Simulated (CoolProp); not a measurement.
A simple Rankine cycle with R227EA: condensing at 294.15 K, boiler at 2.17 MPa, turbine inlet 474 K, turbine efficiency 0.6, pump efficiency 0.8, no recuperator. Each further row changes one setting.

Computed with CoolProp (reference Helmholtz-energy equation of state, Lemmon 2016).

```csv
case,thermal efficiency (%),net work (kJ/kg),heat in (kJ/kg),turbine exit temperature (K),volume ratio over the turbine
as stated,7.1,19.4,274,445.2,5.54
condensing temperature 286.15 K,8.0,22.6,284,441.5,7.17
boiler pressure 1.52 MPa,5.8,16.0,278,452.3,3.81
turbine efficiency 0.5,5.8,15.9,274,448.6,5.59
```
